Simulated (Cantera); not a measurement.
**Pyrogenic steam for wet oxidation**

An isothermal, constant-pressure homogeneous reactor starts with 20.5 % H₂, 30.6 % O₂, 45.9 % N₂, 3.00 % H₂O, equivalence ratio 0.34, at 1175 K and 150 Torr.

Cantera simulation using GRI-Mech 3.0 (53 species, 325 reactions); the numbers are that mechanism's predictions, not measurements. The temperature is held fixed by assumption; the heat of reaction is taken as removed at once.

| t (s) | x H₂ | x O₂ | x HO₂ | x N₂O | x NO |
|---|---|---|---|---|---|
| 0.000800 | 0.00100 | 0.226 | 3.19e-5 | 3.89e-8 | 3.02e-6 |
| 0.00153 | 0.000237 | 0.227 | 1.26e-5 | 4.26e-8 | 3.00e-6 |
| 0.00293 | 5.96e-5 | 0.227 | 4.33e-6 | 4.45e-8 | 2.99e-6 |
| 0.00559 | 1.55e-5 | 0.227 | 1.49e-6 | 4.55e-8 | 2.98e-6 |
| 0.0107 | 4.39e-6 | 0.227 | 5.60e-7 | 4.61e-8 | 2.98e-6 |
| 0.0205 | 1.44e-6 | 0.227 | 2.32e-7 | 4.66e-8 | 2.99e-6 |
| 0.0391 | 5.60e-7 | 0.227 | 1.04e-7 | 4.70e-8 | 3.00e-6 |
| 0.0748 | 2.43e-7 | 0.227 | 5.07e-8 | 4.72e-8 | 3.01e-6 |
| 0.143 | 1.14e-7 | 0.227 | 2.67e-8 | 4.72e-8 | 3.01e-6 |
| 0.273 | 5.57e-8 | 0.227 | 1.60e-8 | 4.70e-8 | 3.02e-6 |
| 0.523 | 2.88e-8 | 0.227 | 1.17e-8 | 4.62e-8 | 3.02e-6 |
| 1.00 | 1.64e-8 | 0.227 | 1.07e-8 | 4.46e-8 | 3.01e-6 |
x: mole fraction; the columns are a selection and need not sum to one.

Equilibrium at this temperature and pressure: H₂ 9.25e-9, O₂ 0.227, HO₂ 1.16e-8, N₂O 3.47e-9, NO 0.000135 (gas phase only).
